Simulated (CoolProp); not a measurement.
Values from CoolProp's reference Helmholtz-energy equation of state, Thol 2021.

Q: Give the vapour pressure (bar), liquid density (kg/m³), vapour density (kg/m³), enthalpy of vaporisation (kJ/kg) of saturated chlorine at 33.95, 69.25 °C.

A: 
| T (°C) | p (bar) | liquid density (kg/m³) | vapour density (kg/m³) | enthalpy of vaporisation (kJ/kg) |
|---|---|---|---|---|
| 33.95 | 9.81 | 1360 | 31.2 | 241 |
| 69.25 | 21.9 | 1240 | 69.4 | 207 |
